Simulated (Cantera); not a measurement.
Input: 1 mol Si2H6, 0.38 mol NO, 0.72 mol H2, held at 1.33 mbar.

These are equilibrium values from Cantera (NASA tables, ideal gas, pure condensed phases), not measurements of a reactor. Candidate condensed phases: H2O, Si, SiO2, Si2N2O, Si3N4; 35 gas species. The feed counts by its element totals alone. Mutual solubility and eutectic melting of coexisting phases are not modelled. The tables hold silica as quartz up to 1696 K and as liquid above; real silica turns to tridymite and cristobalite and melts near 1996 K. Equilibrium is a limit: real reactors are often held back by kinetics, nucleation or transport.

x: gas mole fraction; n: condensed amount in mol.

```
T (K)   x H2     x SiO      x N2       x H      x Si  n Si(s)  n SiO2(β-quartz)  n Si2N2O(s)
-----  -----  --------  --------  --------  --------  -------  ----------------  -----------
1125   1.000   4.01e-5  1.40e-10   1.22e-6  5.26e-11     1.52            0.0949        0.190
1175   1.000  0.000193   1.28e-9   3.36e-6  4.01e-10     1.52            0.0946        0.190
1225   0.999  0.000814   9.76e-9   8.53e-6   2.59e-9     1.52            0.0935        0.190
1275   0.997       [?]       [?]       [?]       [?]     1.52            0.0893        0.190
1325   0.990    0.0104   3.55e-7   4.46e-5   7.07e-8     1.51            0.0755        0.190
1375   0.968    0.0322   1.76e-6   9.23e-5   3.08e-7     1.46            0.0331        0.190
1425   0.951    0.0486   1.47e-5  0.000182   1.21e-6     1.43                 0        0.190
1475   0.951    0.0487  0.000155  0.000346   4.31e-6     1.43                 0        0.189
1525   0.948    0.0498   0.00137  0.000631   1.42e-5     1.44                 0        0.185
1575   0.933       [?]       [?]       [?]       [?]     1.47                 0          [?]
1625   0.869    0.0866    0.0422   0.00180  0.000122     1.61                 0      0.00960
```

Q: Fill in the missing entries.

A: 
- 1575, x SiO: 0.0570
- 1575, x N2: 0.00934
- 1575, x H: 0.00110
- 1575, x Si: 4.31e-5
- 1575, n Si2N2O(s): 0.153
- 1275, x SiO: 0.00306
- 1275, x N2: 6.33e-8
- 1275, x H: 2.02e-5
- 1275, x Si: 1.45e-8
